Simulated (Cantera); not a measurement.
Stirred combustor or abatement burner

A perfectly stirred reactor is fed with 10.9 % CH4, 1.09 % C2H6, 18.4 % O2, 69.0 % N2, 0.558 % CO2, at 7500 Torr; it is adiabatic with a 675 K inlet, and is followed from long to short residence time, starting on the burning branch (τ in s: 0.076, 0.028, 0.01, 0.0038, 0.0014, 0.00051, 0.00019, 6.8e-05, 2.5e-05, 9.2e-06).

Cantera simulation using GRI-Mech 3.0 (53 species, 325 reactions); the numbers are that mechanism's predictions, not measurements.

```
τ (s)    T (K)     x CH4   x C2H6      x O2   x CH2CO      x NO
-------  -----  --------  -------  --------  --------  --------
0.076     2251   4.60e-5  1.81e-8   2.14e-5   8.04e-8   8.77e-5
0.028     2250  0.000107  5.06e-8   5.02e-5   2.19e-7  0.000119
0.010     2249  0.000248  1.52e-7  0.000126   6.39e-7  0.000155
0.0038    2248  0.000519  4.52e-7  0.000302   1.81e-6  0.000178
0.0014    2245   0.00102  1.42e-6  0.000738   5.23e-6  0.000178
0.00051   2236   0.00179  4.46e-6   0.00178   1.42e-5  0.000150
0.00019   2212   0.00294  1.39e-5   0.00416   3.54e-5  0.000101
6.8e-5    2138   0.00570  6.08e-5    0.0114  0.000106   3.52e-5
2.5e-5     675     0.109   0.0109     0.184    <1e-12    <1e-12
9.2e-6     675     0.109   0.0109     0.184    <1e-12    <1e-12
```
x: mole fraction; the columns are a selection and need not sum to one.
